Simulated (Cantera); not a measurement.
Feed: 1 mol SiHCl3, 0.7 mol HCl, 52 mol H2, equilibrated at 1077 °C and 100 Torr.

These are equilibrium values from Cantera (NASA tables, ideal gas, pure condensed phases), not measurements of a reactor. Candidate condensed phases: Si; 19 gas species. The tables' values for SiCl3 are old estimates; treat these amounts as uncertain. Equilibrium is a limit: real reactors are often held back by kinetics, nucleation or transport.

Base state: H2 0.944, HCl 0.0474, SiCl2 0.00668, SiCl3 0.000870, SiHCl3 0.000645, SiCl4 0.000565, SiH2Cl2 0.000107 (mole fractions); condensed: Si(s).

Task: What changes in the equilibrium state with this change: temperature from 1077 °C to 1827 °C?

Result: 
| species | before | after |
|---|---|---|
| H2 | 0.944 | 0.930 |
| HCl | 0.0474 | 0.0534 |
| H | 6.34e-6 | 0.00823 |
| SiCl2 | 0.00668 | 0.00655 |
| Si | 1.50e-9 | 0.00100 |
| SiH | 3.38e-9 | 0.000191 |
| Si(s), mol | 0.515 | 0 |
| Si(l), mol | 0 | 0.540 |
The tables' values for SiCl, SiCl3 are old estimates; treat these amounts as uncertain. Gases not in the tables: Si2H6 and higher silanes.
